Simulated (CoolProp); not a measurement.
Properties of benzene along the isotherm 346.85 °C.

Values from CoolProp's reference Helmholtz-energy equation of state, Thol 2012.

```csv
p (MPa),phase,Z,cp (kJ/(kg K)),cv (kJ/(kg K)),isothermal compressibility (1/MPa),expansivity (1/kK),conductivity (mW/(m K))
0.155,gas,0.9922,2.102,1.991,6.502,1.656,43.3
0.262,gas,0.9868,2.106,1.992,3.868,1.687,43.4
0.442,gas,0.9776,2.113,1.994,2.315,1.742,43.5
0.746,gas,0.9620,2.126,1.998,1.395,1.839,43.8
1.26,gas,0.9348,2.151,2.005,0.8510,2.025,44.3
2.12,gas,0.8874,2.203,2.017,0.5357,2.411,45.3
3.58,gas,0.7994,2.338,2.043,0.3597,3.409,47.7
6.05,supercritical,0.6190,2.919,2.102,0.2980,7.623,55.7
10.2,supercritical,0.3993,3.440,2.114,0.09392,8.819,69.4
17.2,supercritical,0.5134,2.759,2.078,0.01837,3.201,78.3
29.1,supercritical,0.7603,2.572,2.070,0.007285,1.849,90.0
49.1,supercritical,1.160,2.486,2.074,0.003618,1.240,104
```

The peak of cp marks the crossing from liquid-like to gas-like fluid above the critical point.

Thermal conductivity comes from a separate model (Assael 2012).
